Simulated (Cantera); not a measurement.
Cantera run, input and output.

```python
import numpy as np
import cantera as ct

surf = ct.Interface("ptcombust.yaml", "Pt_surf")
gas = surf.adjacent["gas"]
gas.TPX = 923, 76000, {'CO': 0.027, 'O2': 0.056, 'N2': 0.79}
surf.TP = 923, 76000
reactor = ct.FlowReactor(gas, clone=False)
reactor.area = 0.0001  # m2
reactor.surface_area_to_volume_ratio = 580  # 1/m
reactor.mass_flow_rate = 7.8 * reactor.area * gas.density  # inlet velocity 7.8 m/s
reactor.energy_enabled = False
wall = ct.ReactorSurface(surf, reactor, clone=False)
net = ct.ReactorNet([reactor])
net.rtol, net.atol = 1e-8, 1e-16
show, cover = ['CO', 'O2', 'H2O', 'CO2'], ['PT(S)', 'H(S)', 'O(S)', 'OH(S)', 'CO(S)', 'C(S)']

rows = []
print(f"{'z/m':>9s}{'u/(m/s)':>9s}" + "".join(f"{s:>13s}" for s in show + cover))
for z in [0.00049, 0.0011, 0.0023, 0.0049, 0.011, 0.023, 0.049]:
    net.advance(z)
    rows.append([reactor.speed, *gas[show].X, *surf[cover].coverages])
    print(f"{z:9.4g}{rows[-1][0]:9.3g}" + "".join(f"{x:13.4e}" for x in rows[-1][1:]))
```

It prints:

```
      z/m  u/(m/s)           CO           O2          H2O          CO2        PT(S)         H(S)         O(S)        OH(S)        CO(S)         C(S)
  0.00049     7.78   2.5081e-02   6.1368e-02  -1.5756e-33   5.9389e-03   4.0050e-01   5.6717e-19   9.4244e-03   4.3747e-19   5.9008e-01   9.3801e-10
   0.0011     7.74   1.6187e-02   5.7141e-02  -6.3888e-27   1.4972e-02   4.7730e-01   7.1933e-21   1.4471e-02   5.8666e-19   5.0823e-01   6.2706e-10
   0.0023     7.68   1.2424e-03   5.0038e-02  -2.5030e-27   3.0152e-02   1.9070e-01   6.1227e-23   8.0871e-01   7.3507e-19   5.9261e-04   5.2272e-15
   0.0049     7.68   1.7742e-04   4.9532e-02  -3.6613e-28   3.1233e-02   1.6548e-01   4.6633e-23   8.3446e-01   7.5316e-19   6.1908e-05   4.5923e-16
    0.011     7.68   3.0015e-06   4.9449e-02   6.0038e-28   3.1411e-02   1.6251e-01   4.4514e-23   8.3748e-01   7.4479e-19   1.0068e-06   7.3085e-18
    0.023     7.68   1.0510e-09   4.9447e-02   1.9436e-32   3.1414e-02   1.6247e-01   4.4531e-23   8.3753e-01   7.4560e-19   3.5233e-10   2.5566e-21
    0.049     7.68   5.5697e-18   4.9447e-02   7.2793e-34   3.1414e-02   1.6247e-01   4.4649e-23   8.3753e-01   7.4758e-19  -1.6858e-17  -1.2233e-28
```

Detailed kinetics in Cantera: Deutschmann's 1995 Pt surface mechanism with GRI-Mech 3.0 gas chemistry. Catalytic surfaces can have several steady states; this one follows from the mechanism file's or the stated starting coverage. Mass transfer to the wall is taken as infinitely fast.
